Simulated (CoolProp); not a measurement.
Vapour-liquid equilibrium of cyclohexane (1) + p-xylene (2) at 460.6 K; x and y are mole fractions of (1).

The numbers come from the multi-fluid Helmholtz-energy mixture model, Zhou 2014 and Zhou 2012; pair parameters Bell 2016 in CoolProp.

```csv
x,"bubble pressure, mixture model (MPa)","bubble pressure, Raoult's law (MPa)","y, mixture model","y, Raoult's law"
0.05,…,0.3600,0.155,0.152
0.2,0.4979,0.4764,0.449,0.461
0.35,0.6186,0.5927,0.619,0.648
0.5,0.7319,0.7091,0.736,0.774
0.65,…,0.8255,0.827,0.864
0.8,0.9490,0.9419,0.904,0.932
0.95,1.059,1.058,…,0.985
```

Problem. Some entries are withheld; supply them.

Solution. 
- 0.05, bubble pressure, mixture model (MPa): 0.3673
- 0.65, bubble pressure, mixture model (MPa): 0.8410
- 0.95, y, mixture model: 0.976

The largest gap from Raoult's law is +4.5 % in bubble pressure, at x = 0.2. No azeotrope shows between x = 0.05 and 0.95.

The pair parameters rest on a limited set of measurements; away from them the model extrapolates.
